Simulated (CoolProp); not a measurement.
Acetone along the isotherm 79.15 °C: Z from the reference equation and from simpler models built on Tc = 235.0 °C, pc = 4.692 MPa, ω = 0.307; each cubic takes its own stable root.

The numbers come from the reference Helmholtz-energy equation of state, Lemmon 2006 in CoolProp. It is a short technical equation, of lower accuracy than the large ones.

```tsv
p (MPa)	phase	reference
0.0742	gas	0.9731
0.141	gas	0.9475
0.267	liquid	0.007343
0.505	liquid	0.01388
0.958	liquid	0.02631
1.82	liquid	0.04988
3.44	liquid	0.09395
6.53	liquid	0.1772
12.4	liquid	0.3328
23.5	liquid	0.6196
```

Question: How far does each simpler model (Soave-Redlich-Kwong, Peng-Robinson) lie from the reference over these 10 states: mean and median of the absolute difference, and the worst?

Answer: 
- Soave-Redlich-Kwong: mean 22.1 %, median 27.3 %, worst +27.8 % at 79.15 °C and 0.267 MPa
- Peng-Robinson: mean 10.4 %, median 12.7 %, worst +12.9 % at 79.15 °C and 0.267 MPa
